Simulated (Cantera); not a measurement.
# Adiabatic ignition

An adiabatic, constant-volume homogeneous reactor starts with 40.5 % H₂, 9.18 % O₂, 34.6 % N₂, 15.8 % H₂O, equivalence ratio 2.2, at 1600 K and 1100000 Pa.

Detailed kinetics in Cantera: the H2/O2 subset of GRI-Mech 3.0, which has no nitrogen chemistry. The hydrogen kinetics of GRI-Mech 3.0 are dated; newer H2 mechanisms differ, most at raised pressure.

```json
[
 {"t (s)": "3.00e-6", "T (K)": "2853", "P (bar)": "18.1", "x H₂": "0.236", "x O₂": "0.000288", "x H₂O": "0.361", "x O": "0.000419", "x H": "0.0187", "x HO₂": "1.43e-6"},
 {"t (s)": "8.35e-6", "T (K)": "2907", "P (bar)": "18.3", "x H₂": "0.238", "x O₂": "0.000138", "x H₂O": "0.365", "x O": "0.000225", "x H": "0.0135", "x HO₂": "5.76e-7"},
 {"t (s)": "2.32e-5", "T (K)": "2907", "P (bar)": "18.3", "x H₂": "0.238", "x O₂": "0.000137", "x H₂O": "0.365", "x O": "0.000224", "x H": "0.0135", "x HO₂": "5.75e-7"},
 {"t (s)": "6.46e-5", "T (K)": "2907", "P (bar)": "18.3", "x H₂": "0.238", "x O₂": "0.000137", "x H₂O": "0.365", "x O": "0.000224", "x H": "0.0135", "x HO₂": "5.75e-7"},
 {"t (s)": "0.000180", "T (K)": "2907", "P (bar)": "18.3", "x H₂": "0.238", "x O₂": "0.000137", "x H₂O": "0.365", "x O": "0.000224", "x H": "0.0135", "x HO₂": "5.75e-7"},
 {"t (s)": "0.000500", "T (K)": "2907", "P (bar)": "18.3", "x H₂": "0.238", "x O₂": "0.000137", "x H₂O": "0.365", "x O": "0.000224", "x H": "0.0135", "x HO₂": "5.75e-7"},
 {"t (s)": "0.00139", "T (K)": "2907", "P (bar)": "18.3", "x H₂": "0.238", "x O₂": "0.000137", "x H₂O": "0.365", "x O": "0.000224", "x H": "0.0135", "x HO₂": "5.75e-7"},
 {"t (s)": "0.00387", "T (K)": "2907", "P (bar)": "18.3", "x H₂": "0.238", "x O₂": "0.000137", "x H₂O": "0.365", "x O": "0.000224", "x H": "0.0135", "x HO₂": "5.75e-7"},
 {"t (s)": "0.0108", "T (K)": "2907", "P (bar)": "18.3", "x H₂": "0.238", "x O₂": "0.000137", "x H₂O": "0.365", "x O": "0.000224", "x H": "0.0135", "x HO₂": "5.75e-7"},
 {"t (s)": "0.0300", "T (K)": "2907", "P (bar)": "18.3", "x H₂": "0.238", "x O₂": "0.000137", "x H₂O": "0.365", "x O": "0.000224", "x H": "0.0135", "x HO₂": "5.75e-7"},
 {"t (s)": "0.0834", "T (K)": "2907", "P (bar)": "18.3", "x H₂": "0.238", "x O₂": "0.000137", "x H₂O": "0.365", "x O": "0.000224", "x H": "0.0135", "x HO₂": "5.75e-7"},
 {"t (s)": "0.232", "T (K)": "2907", "P (bar)": "18.3", "x H₂": "0.238", "x O₂": "0.000137", "x H₂O": "0.365", "x O": "0.000224", "x H": "0.0135", "x HO₂": "5.75e-7"},
 {"t (s)": "0.646", "T (K)": "2907", "P (bar)": "18.3", "x H₂": "0.238", "x O₂": "0.000137", "x H₂O": "0.365", "x O": "0.000224", "x H": "0.0135", "x HO₂": "5.75e-7"},
 {"t (s)": "1.80", "T (K)": "2907", "P (bar)": "18.3", "x H₂": "0.238", "x O₂": "0.000137", "x H₂O": "0.365", "x O": "0.000224", "x H": "0.0135", "x HO₂": "5.75e-7"},
 {"t (s)": "5.00", "T (K)": "2907", "P (bar)": "18.3", "x H₂": "0.238", "x O₂": "0.000137", "x H₂O": "0.365", "x O": "0.000224", "x H": "0.0135", "x HO₂": "5.75e-7"}
]
```
x: mole fraction; the columns are a selection and need not sum to one.

```yaml
time_of_steepest_temperature_rise: 1.47 µs
temperature at 5.00 s: 2907 K
equilibrium_temperature: 2907 K
x(H₂) at 5.00 s: 0.238 (gas-phase equilibrium 0.238)
x(O₂) at 5.00 s: 0.000137 (gas-phase equilibrium 0.000137)
x(H₂O) at 5.00 s: 0.365 (gas-phase equilibrium 0.365)
```
